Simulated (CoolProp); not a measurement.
Aqueous potassium carbonate as a coolant, 25 % by mass, freezing at -12.8 °C, 1 atm.

Computed with CoolProp (Melinder's fits for secondary coolants).

| T (°C) | conductivity (W/(m K)) | Prandtl number | viscosity (mPa s) | density (kg/m³) |
|---|---|---|---|---|
| -6.9 | 0.530 | 24.2 | 4.16 | … |
| -0.5 | 0.540 | … | 3.41 | 1252 |
| 6 | 0.551 | … | 2.85 | … |
| 12.5 | 0.562 | 13.5 | 2.43 | 1247 |
| 18.9 | … | 11.5 | 2.11 | … |
| 25.4 | 0.583 | 9.90 | 1.84 | … |
| 31.9 | 0.594 | … | 1.62 | 1237 |

Problem. Complete the blanks.

Solution. 
- -6.9, density (kg/m³): 1254
- -0.5, Prandtl number: 19.5
- 6, Prandtl number: 16.1
- 6, density (kg/m³): 1250
- 18.9, conductivity (W/(m K)): 0.572
- 18.9, density (kg/m³): 1244
- 25.4, density (kg/m³): 1241
- 31.9, Prandtl number: 8.58
